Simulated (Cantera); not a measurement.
An isothermal, constant-pressure homogeneous reactor starts with 1.22 % CO, 1.04 % O₂, 3.58 % H₂O, 94.2 % N₂, equivalence ratio 0.59, at 875 K and 100.0 Torr.

Cantera simulation using GRI-Mech 3.0 (53 species, 325 reactions); the numbers are that mechanism's predictions, not measurements.

x: mole fraction; the columns are a selection and need not sum to one.

```
t (s)         x CO     x O₂   x H₂O      x H₂     x CO₂
--------  --------  -------  ------  --------  --------
1.00e-6     0.0122   0.0104  0.0358    <1e-12    <1e-12
3.36e-6     0.0122   0.0104  0.0358    <1e-12    <1e-12
1.13e-5     0.0122   0.0104  0.0358    <1e-12    <1e-12
3.80e-5     0.0122   0.0104  0.0358    <1e-12    <1e-12
0.000128    0.0122   0.0104  0.0358    <1e-12    <1e-12
0.000429    0.0122   0.0104  0.0358    <1e-12    <1e-12
0.00144     0.0122   0.0104  0.0358    <1e-12  1.02e-12
0.00485     0.0122   0.0104  0.0358    <1e-12  4.15e-12
0.0163      0.0122   0.0104  0.0358    <1e-12  2.58e-11
0.0548      0.0122   0.0104  0.0358  2.00e-11  3.91e-10
0.184       0.0122   0.0104  0.0358         …   1.10e-7
0.619      0.00676  0.00773  0.0356         …   0.00552
2.08      0.000632  0.00460  0.0359         …    0.0117
7.00       6.71e-5  0.00430  0.0360         …    0.0122
```

### Question
Complete the blanks.

### Answer

- 0.184, x H₂: 6.40e-9
- 0.619, x H₂: 0.000230
- 2.08, x H₂: 4.41e-5
- 7.00, x H₂: 4.44e-6
